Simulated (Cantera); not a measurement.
Charge: 1 mol SiH₄, 0.58 mol HCl, 48 mol H₂, equilibrated at 1173 K and 308 Torr.

These are equilibrium values from Cantera (NASA tables, ideal gas, pure condensed phases), not measurements of a reactor. Candidate condensed phases: Si; 19 gas species. The tables' values for SiCl₃ are old estimates; treat these amounts as uncertain. Equilibrium is a limit: real reactors are often held back by kinetics, nucleation or transport.

### Question
What is the equilibrium state?

### Answer
x(H₂): 0.990
x(HCl): 0.00951
x(SiHCl₃): 0.000265
x(SiCl₂): 0.000208
x(SiCl₄): 0.000109
x(SiH₂Cl₂): 8.24e-5
x(SiCl₃): 4.80e-5
x(SiH₃Cl): 6.94e-6
n(Si(s)): 0.964 mol
gas amount: 50.56 mol
